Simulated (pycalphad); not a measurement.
# Phase fractions of Si-92.85Mn (at.%)

All values are pycalphad results on the COST 507 light-alloy database (1999) (1 atm), not direct measurements. These are 1990s assessments: newer ones move some temperatures and phases. Amounts are mole fractions of atoms. Diffusion is slow at the low end, where real alloys seldom reach equilibrium.

| T (K) | liquid | bcc | β-Mn | α-Mn | MN6SI |
|---|---|---|---|---|---|
| 1500 | 1.000 | - | - | - | - |
| 1400 | - | - | 1.000 | - | - |
| 800 | - | - | - | 0.986 | 0.014 |
| 700 | - | - | - | 0.900 | 0.100 |
| 600 | - | - | - | 0.818 | 0.182 |
| 500 | - | - | - | 0.742 | 0.258 |

Database names, with the compositions (at.%) that they take in these runs: MN6SI: Mn 85 Si 15.
